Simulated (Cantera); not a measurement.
An isothermal, constant-pressure homogeneous reactor starts with CO : O₂ : H₂O : N₂ = 0.021 : 0.066 : 0.05 : 1 (molar parts), at 1023 K and 2250 Torr.

Detailed kinetics in Cantera: GRI-Mech 3.0 (53 species, 325 reactions).

x: mole fraction; the columns are a selection and need not sum to one.

```csv
t (s),x CO,x O₂,x H₂O,x HO₂,x O,x OH
7.00e-6,0.0185,0.0580,0.0440,<1e-12,3.96e-11,1.32e-12
2.26e-5,0.0185,0.0580,0.0440,7.76e-12,1.22e-10,7.93e-12
7.30e-5,0.0185,0.0580,0.0440,1.22e-10,3.46e-10,3.11e-11
0.000236,0.0185,0.0580,0.0440,…,7.91e-10,8.38e-11
0.000761,0.0185,0.0580,0.0440,7.77e-9,1.29e-9,1.82e-10
0.00246,0.0185,0.0580,0.0440,4.49e-8,2.66e-9,5.92e-10
0.00794,0.0185,0.0580,0.0440,6.24e-7,2.33e-8,7.12e-9
0.0256,0.0182,0.0579,0.0440,8.19e-6,2.91e-7,1.54e-7
0.0828,…,0.0569,0.0440,…,…,2.15e-7
0.267,0.0108,0.0544,0.0441,8.17e-6,2.44e-7,2.05e-7
0.863,0.00380,0.0511,0.0443,4.54e-6,9.02e-8,1.54e-7
2.79,0.000655,0.0496,0.0444,1.27e-6,9.44e-9,6.34e-8
9.00,0.000102,0.0493,0.0444,2.75e-7,6.29e-10,2.08e-8
```

Problem. Complete the blanks.

Solution. 
- 0.000236, x HO₂: 1.19e-9
- 0.0828, x CO: 0.0161
- 0.0828, x HO₂: 9.66e-6
- 0.0828, x O: 3.34e-7
